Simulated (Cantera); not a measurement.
An isothermal, constant-pressure homogeneous reactor starts with C₂H₆ : N₂ = 1 : 20 (molar parts), at 1873 K and 2670 Pa.

Detailed kinetics in Cantera: GRI-Mech 3.0 (53 species, 325 reactions). GRI-Mech 3.0 stops at C3 and has no aromatics, soot or wall deposition, so with more carbon than oxygen in the feed, carbon stays in small species such as C2H2 where larger ones or solid carbon would form. Radical loss at walls, strong at low pressure, is not modelled.

One state of this run: x C₂H₆ = 1.38e-10; x H = 0.00112; x CH₄ = 3.99e-5; x CH₃ = 1.04e-5; x CH₂ = 1.59e-7; x C₂H₄ = 1.45e-6; x HCN = 0.000131. x: mole fraction; the columns are a selection and need not sum to one.

### Question
Which value of t (s) does it belong to?
A) 0.00637
B) 1.10
C) 0.00305
D) 0.00146

### Answer
B, 1.10
